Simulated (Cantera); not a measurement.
Hydrocarbon pyrolysis for carbon deposition

An isothermal, constant-pressure homogeneous reactor starts with 2.13 % CH4, 97.9 % N2, at 1450 K and 0.132 atm.

Computed with Cantera and GRI-Mech 3.0 (53 species, 325 reactions). GRI-Mech 3.0 stops at C3 and has no aromatics, soot or wall deposition, so with more carbon than oxygen in the feed, carbon stays in small species such as C2H2 where larger ones or solid carbon would form.

```
t (s)       x CH4     x CH2    x C2H4     x C2H    x C2H6
--------  -------  --------  --------  --------  --------
7.00e-6    0.0213    <1e-12    <1e-12    <1e-12    <1e-12
2.23e-5    0.0213    <1e-12    <1e-12    <1e-12    <1e-12
7.13e-5    0.0213    <1e-12    <1e-12    <1e-12    <1e-12
0.000228   0.0213    <1e-12    <1e-12    <1e-12  1.22e-12
0.000727   0.0213    <1e-12  1.75e-11    <1e-12  4.32e-11
0.00232    0.0213  4.15e-12  6.03e-10    <1e-12   1.39e-9
0.00741    0.0213  3.75e-11   1.96e-8    <1e-12   4.00e-8
0.0237     0.0213  2.98e-10   5.61e-7    <1e-12   8.15e-7
0.0756     0.0212   1.61e-9   1.13e-5    <1e-12   7.53e-6
0.241      0.0208   5.55e-9  0.000140  1.23e-11   3.07e-5
0.770      0.0189   6.32e-9  0.000437  1.68e-10   3.14e-5
2.46       0.0152   3.67e-9  0.000191  4.95e-10   1.35e-5
7.85      0.00996   2.13e-9   6.28e-5  8.97e-10   4.71e-6
25.1      0.00450   1.08e-9   2.35e-5   1.40e-9   9.77e-7
80.0      0.00138  4.06e-10   1.90e-5   1.83e-9   1.05e-7
```
x: mole fraction; the columns are a selection and need not sum to one.

Equilibrium at this temperature and pressure: CH4 4.20e-5, CH2 1.43e-11, C2H4 2.94e-6, C2H 3.01e-10, C2H6 1.56e-10 (gas phase only).
